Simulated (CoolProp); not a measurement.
Model: reference Helmholtz-energy equation of state, Guder 2009, in CoolProp.

Give the vapour pressure (kPa), liquid cp (kJ/(kg K)), vapour Z, surface tension (mN/m) of saturated sulfur hexafluoride at -7.55, 24.35 °C.


```csv
T (°C),p (kPa),liquid cp (kJ/(kg K)),vapour Z,surface tension (mN/m)
-7.55,1010,0.995,0.801,5.49
24.35,2330,1.32,0.625,1.70
```

Surface tension comes from a separate correlation (Mulero 2012).
